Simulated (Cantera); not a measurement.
Charge: 1 mol Cu, 0.57 mol CO, 20 mol CO2, equilibrated at 0.00133 bar.

These are equilibrium values from Cantera (NASA tables, ideal gas, pure condensed phases), not measurements of a reactor. Candidate condensed phases: C, Cu, CuO, Cu2O; 15 gas species. The numbers say what is thermodynamically allowed, not how fast it happens.

Question: At 1000 °C, list the 3 most abundant gas species with their mole fractions, and the condensed phases.

Answer: CO2 0.972, CO 0.0277, Cu 6.18e-5. Condensed: Cu(s).
